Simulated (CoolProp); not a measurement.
Vapour-liquid equilibrium of ethylene (1) + isobutane (2) at 0.974 bar; x and y are mole fractions of (1).

Model: multi-fluid Helmholtz-energy mixture model, Smukala 2000 and Bücker 2006; pair parameters Bell 2016, in CoolProp.

| x | bubble temperature, mixture model (°C) | bubble temperature, Raoult's law (°C) | y, mixture model | y, Raoult's law |
|---|---|---|---|---|
| 0.05 | -35.1 | -40.7 | 0.633 | 0.730 |
| 0.2 | -68.3 | -72.3 | 0.954 | 0.967 |
| 0.35 | -82.3 | -84.7 | 0.987 | 0.990 |
| 0.5 | -90.7 | -91.9 | 0.995 | 0.996 |
| 0.65 | -96.3 | -96.9 | 0.998 | 0.998 |
| 0.8 | -100.4 | -100.6 | 0.999 | 0.999 |
| 0.95 | -103.5 | -103.6 | 1.000 | 1.000 |

The largest gap from Raoult's law is +5.6 K in bubble temperature, at x = 0.05. No azeotrope shows between x = 0.05 and 0.95.

The pair parameters rest on a limited set of measurements; away from them the model extrapolates.
